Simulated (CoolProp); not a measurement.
Vapour-liquid equilibrium of CH3F (R41) (1) + chloromethane (R40) (2) at 0.973 MPa; x and y are mole fractions of (1).

The numbers come from the multi-fluid Helmholtz-energy mixture model, Lemmon 2006 and Thol 2014; pair parameters Bell 2016 in CoolProp.

```tsv
x	bubble temperature, mixture model (K)	bubble temperature, Raoult's law (K)	y, mixture model	y, Raoult's law
0.05	309.5	308.4	0.199	0.249
0.125	299.2	297.7	0.423	0.487
0.2	290.4	289.3	0.579	0.636
0.275	283.0	282.4	0.687	0.736
0.35	276.9	276.6	0.764	0.805
0.425	271.7	271.6	0.820	0.855
0.5	267.3	267.3	0.861	0.892
0.575	263.6	263.5	0.893	0.920
0.65	260.3	260.2	0.919	0.943
0.725	257.3	257.2	0.940	0.960
0.8	254.7	254.4	0.959	0.974
0.875	252.2	251.9	0.975	0.985
0.95	249.8	249.7	0.990	0.995
```

The largest gap from Raoult's law is +1.5 K in bubble temperature, at x = 0.125. No azeotrope shows between x = 0.05 and 0.95.

The pair parameters rest on a limited set of measurements; away from them the model extrapolates.
